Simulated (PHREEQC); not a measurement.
Consider water at 20 °C with 3 mol/kgw CaCl2, 0.34 mol/kgw FeCl2 and 4 mol/kgw MgCl2. Closed to the air; pH follows from the charge balance.

Equilibrium calculation in PHREEQC: Pitzer model, pitzer.dat.

Precipitation was switched off in this run.

Task: What pH, density does the model give?

Result: pH 1.90; density 1.412 g/cm³.

Examples of supersaturated solids here: Bischofite. Others may be too. In brines, pH and single-ion activities rest on the MacInnes convention.
